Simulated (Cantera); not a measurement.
Feed: 1 mol C2F6, held at 75.0 Torr.

Equilibrium computed with Cantera from the NASA thermochemical tables; the gas is ideal and each condensed phase is pure. Candidate condensed phases: C; 13 gas species. The feed counts by its element totals alone. Gases not in the tables: C2F6 and larger saturated fluorocarbons. Equilibrium is a limit: real reactors are often held back by kinetics, nucleation or transport.

Task: What share of the C ends up in condensed phases as a function of T (K), at 2050, 2150, 2250, 2350, 2450, 2550, 2650, 2750?

Result: 
```
T (K)  C condensed (%)           as
-----  ---------------  -----------
2050              23.1  C(graphite)
2150              21.0  C(graphite)
2250              17.4  C(graphite)
2350              11.4  C(graphite)
2450               3.2  C(graphite)
2550               0.0            -
2650               0.0            -
2750               0.0            -
```
